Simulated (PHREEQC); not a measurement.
Solution A (2.1 mmol/kgw NaH2PO4 and 0.15 mmol/kgw NaOH) is mixed with solution B (0.0068 mol HF and 0.0025 mol NH4F per kg of water) at 20 °C; shares are by mass of water, 1 kg in all. Oxygen alone is held at its pressure in air (log pO2 = -0.68). CO2 from the air is kept out. Nothing may precipitate in this run.

Computed with PHREEQC (ion-association model, wateq4f.dat).

Question: Predict pH at share of solution B = 0, 0.3, 0.6, 0.9.

Answer: 
| share of solution B | pH |
|---|---|
| 0 | 6.04 |
| 0.3 | 3.23 |
| 0.6 | 3.05 |
| 0.9 | 2.96 |

H3PO4, which wateq4f.dat lacks, is added to it with the constant of phreeqc.dat.
